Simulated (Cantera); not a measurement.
A closed system holds: 1 mol Zr, 4.7 mol N2O, held at 10.0 mbar.

These are equilibrium values from Cantera (NASA tables, ideal gas, pure condensed phases), not measurements of a reactor. Candidate condensed phases: Zr, ZrN, ZrO2; 13 gas species. Rates play no part.

Problem. At 1700 K, list the 4 most abundant gas species with their mole fractions, and the condensed phases.

Solution. N2 0.775, O2 0.222, NO 0.00296, O 0.000210. Condensed: ZrO2(tetragonal).
